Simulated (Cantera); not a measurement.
Silicon nitride deposition: SiH₄ + N₂

A closed system holds: 1 mol SiH₄, 23 mol N₂, equilibrated at 21.0 Pa.

These are equilibrium values from Cantera (NASA tables, ideal gas, pure condensed phases), not measurements of a reactor. Candidate condensed phases: Si, Si₃N₄; 18 gas species. N₂ is the only nitrogen source here; it is nearly inert below about 1500 K, so the nitride shown seldom forms there in practice. Mutual solubility and eutectic melting of coexisting phases are not modelled. The tables' values for SiN are old estimates; treat these amounts as uncertain. Rates play no part.

From 1202 °C to 1252 °C the condensed part is Si₃N₄(s). At 1302 °C the condensed part is Si(s) + Si₃N₄(s). From 1352 °C to 1402 °C the condensed part is Si(s). From 1452 °C to 1552 °C the condensed part is Si(l). From 1602 °C to 1802 °C nothing is condensed. The main Si-bearing gas is Si throughout.

| T (°C) | log p N₂ | log p H₂ | log p H | log p Si | log p Si₂ | log p Si₂N | log p SiN | log p SiH | n Si₃N₄(s) | n Si(s) | n Si(l) |
|---|---|---|---|---|---|---|---|---|---|---|---|
| 1202 | -3.72 | -4.76 | -7.27 | -8.79 | -12.31 | -10.88 | -10.49 | -10.62 | 0.333 | 0 | 0 |
| 1252 | -3.72 | -4.76 | -7.01 | -7.99 | -11.07 | -9.86 | -9.78 | -9.91 | 0.333 | 0 | 0 |
| 1302 | -3.71 | -4.78 | -6.77 | -7.24 | -9.91 | -8.91 | -9.12 | -9.25 | 0.0466 | 0.853 | 0 |
| 1352 | -3.71 | -4.78 | -6.54 | -6.79 | -9.32 | -8.51 | -8.75 | -8.88 | 0 | 0.979 | 0 |
| 1402 | -3.72 | -4.78 | -6.33 | -6.36 | -8.77 | -8.15 | -8.40 | -8.53 | 0 | 0.945 | 0 |
| 1452 | -3.72 | -4.79 | -6.12 | -5.99 | -8.32 | -7.86 | -8.11 | -8.23 | 0 | 0 | 0.872 |
| 1502 | -3.72 | -4.80 | -5.94 | -5.66 | -7.91 | -7.62 | -7.84 | -7.97 | 0 | 0 | 0.722 |
| 1552 | -3.73 | -4.81 | -5.76 | -5.34 | -7.53 | -7.40 | -7.59 | -7.72 | 0 | 0 | 0.419 |
| 1602 | -3.73 | -4.83 | -5.60 | -5.11 | -7.30 | -7.32 | -7.42 | -7.56 | 0 | 0 | 0 |
| 1652 | -3.73 | -4.85 | -5.44 | -5.11 | -7.52 | -7.67 | -7.48 | -7.62 | 0 | 0 | 0 |
| 1702 | -3.74 | -4.87 | -5.30 | -5.10 | -7.73 | -8.02 | -7.53 | -7.68 | 0 | 0 | 0 |
| 1752 | -3.74 | -4.90 | -5.17 | -5.10 | -7.93 | -8.34 | -7.58 | -7.75 | 0 | 0 | 0 |
| 1802 | -3.74 | -4.95 | -5.05 | -5.11 | -8.13 | -8.66 | -7.63 | -7.82 | 0 | 0 | 0 |
log p: log10 of the partial pressure in bar; n: condensed amount in mol.
